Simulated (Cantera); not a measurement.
Input: 1 mol BN, 0.59 mol H2, equilibrated at 133 Pa.

Equilibrium computed with Cantera from the NASA thermochemical tables; the gas is ideal and each condensed phase is pure. Candidate condensed phases: B, BN; 15 gas species. The tables' values for BH2 are old estimates; treat these amounts as uncertain. Equilibrium is a limit: real reactors are often held back by kinetics, nucleation or transport. All values below are at 1850 °C.

Base state: H2 0.488, N2 0.443, H 0.0686, B 0.000687, BH2 0.000443, BH 2.62e-5, BN 1.35e-5 (mole fractions); condensed: B(s).

Question: What changes in the equilibrium state with this change: BN replaced by Si3N4?

Answer: 
```
species       before     after
----------  --------  --------
N2             0.443     0.655
H2             0.488     0.172
Si                 0     0.128
H             0.0686    0.0408
B           0.000687         0
Si2                0   0.00175
SiH                0  0.000999
Si2N               0  0.000876
B(s), mol      0.999         0
Si(l), mol         0      2.59
```
The tables' values for SiN are old estimates; treat these amounts as uncertain. Gases not in the tables: Si2H6 and higher silanes. Further candidate phases: Si, Si3N4.
